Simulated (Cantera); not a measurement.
# Thermodynamics of chlorosilane synthesis and conversion, feed Si + HCl + H₂

Input: 1 mol Si, 3.8 mol HCl, 18 mol H₂, equilibrated at 1048.15 K.

Cantera equilibrium calculation (NASA polynomials, part measured and part estimated; ideal gas, pure solids and liquids). Candidate condensed phases: Si; 19 gas species. The tables' values for SiCl₃ are old estimates; treat these amounts as uncertain. The numbers say what is thermodynamically allowed, not how fast it happens.

```csv
P (Pa),x H₂,x SiCl₄,x HCl,x SiHCl₃,x SiH₂Cl₂,x SiCl₃,x SiCl₂,x SiH₃Cl,n Si(s)
10000,0.934,0.0289,0.0225,0.0123,0.000594,0.00126,0.00101,7.47e-6,0.0799
19000,0.936,0.0285,0.0191,0.0143,0.000814,0.00106,0.000726,1.21e-5,0.0534
36000,0.937,0.0277,0.0162,0.0164,0.00111,0.000888,0.000521,1.94e-5,0.0268
67000,0.938,0.0267,0.0137,0.0187,0.00149,0.000739,0.000375,3.08e-5,0.000615
130000,0.938,0.0267,0.0135,0.0190,0.00154,0.000540,0.000200,3.24e-5,0
240000,0.939,0.0268,0.0134,0.0192,0.00156,0.000401,0.000110,3.31e-5,0
450000,0.939,0.0268,0.0134,0.0193,0.00158,0.000295,5.93e-5,3.37e-5,0
840000,0.939,0.0268,0.0133,0.0194,0.00159,0.000217,3.20e-5,3.40e-5,0
1600000,0.939,0.0268,0.0133,0.0194,0.00160,0.000157,1.69e-5,3.42e-5,0
3000000,0.939,0.0269,0.0133,0.0194,0.00160,0.000115,9.02e-6,3.43e-5,0
```
x: gas mole fraction; n: condensed amount in mol.

From 0.100 bar to 0.670 bar the condensed part is Si(s). From 1.30 bar to 30.0 bar nothing is condensed. The main Si-bearing gas is SiCl₄ throughout.
